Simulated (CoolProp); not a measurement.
The fluid at 416.22 K and 0.161 MPa is throttled through a valve to 0.0106 MPa with no heat exchange. The same conditions are run with several fluids, on thermodynamics alone (safety and materials aside).

Values from CoolProp's reference Helmholtz-energy equation of state of each fluid (R124: de Vries 1995; n-perfluoropentane: Gao 2022; 1,2-dichloroethane: Thol 2015; trans-2-butene: Lemmon 2005; R13: Platzer 1990). The equations of Platzer and Polt are older, rougher fits.

| fluid | temperature change (K) | final density (kg/m³) |
|---|---|---|
| R124 | -1.2 | 0.420 |
| n-perfluoropentane | -1.2 | 0.886 |
| 1,2-dichloroethane | -3.2 | 0.306 |
| trans-2-butene | -1.5 | 0.173 |
| R13 | -0.7 | 0.321 |
